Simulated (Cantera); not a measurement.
An isothermal, constant-pressure homogeneous reactor starts with N₂O : H₂O = 1 : 0.34 (molar parts), at 1125 K and 750 Torr.

Model: GRI-Mech 3.0 (53 species, 325 reactions), integrated in Cantera. GRI-Mech 3.0 was tuned for natural gas; its chemistry of N2O as a main component is partial and can be far from experiment. The mechanism lacks the step 2 NO + O2 → 2 NO2, which can matter for NO2 below about 1400 K. The temperature is held fixed by assumption; the heat of reaction is taken as removed at once.

### Question
Predict: x(N₂O) at 20.0 s; x(H₂O) at 20.0 s; x(N₂) at 20.0 s; x(H₂) at 20.0 s; x(NO) at 20.0 s; x(NO₂) at 20.0 s; x(O) at 20.0 s.

### Answer
```
Quantity                                             Value
----------------  ----------------------------------------
x(N₂O) at 20.0 s    0.0192 (gas-phase equilibrium 6.17e-9)
x(H₂O) at 20.0 s       0.187 (gas-phase equilibrium 0.185)
x(N₂) at 20.0 s        0.520 (gas-phase equilibrium 0.543)
x(H₂) at 20.0 s   4.70e-9 (gas-phase equilibrium 8.60e-10)
x(NO) at 20.0 s    0.0185 (gas-phase equilibrium 0.000101)
x(NO₂) at 20.0 s  0.000540 (gas-phase equilibrium 2.84e-6)
x(O) at 20.0 s     4.60e-8 (gas-phase equilibrium 2.42e-9)
```
